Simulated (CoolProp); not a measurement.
Saturation properties of o-xylene (Tc = 357.1 °C, pc = 3737 kPa, ω = 0.312).

Model: reference Helmholtz-energy equation of state, Zhou 2012, in CoolProp.

| T (°C) | p (kPa) | enthalpy of vaporisation (kJ/kg) | liquid cp (kJ/(kg K)) | surface tension (mN/m) | vapour viscosity (µPa s) |
|---|---|---|---|---|---|
| 174.75 | 212.6 | 323.0 | 2.292 | 14.1 | 9.69 |
| 191.65 | 306.1 | 311.0 | 2.359 | 12.6 | 10.1 |
| 208.55 | 428.1 | 298.3 | 2.429 | 11.0 | 10.5 |
| 225.45 | 584.0 | 284.6 | 2.504 | 9.48 | 10.9 |
| 242.35 | 779.3 | 269.7 | 2.585 | 8.01 | 11.4 |
| 259.25 | 1020 | 253.2 | 2.677 | 6.59 | 11.9 |
| 276.15 | 1313 | 234.5 | 2.788 | 5.22 | 12.4 |
| 293.15 | 1669 | 212.8 | 2.936 | 3.91 | 13.0 |
| 310.05 | 2092 | 186.7 | 3.164 | 2.68 | 13.7 |

It boils at 144.4 °C under 1 atm.

Viscosity comes from a separate model (Cao 2016). Surface tension comes from a separate correlation (Mulero 2014).
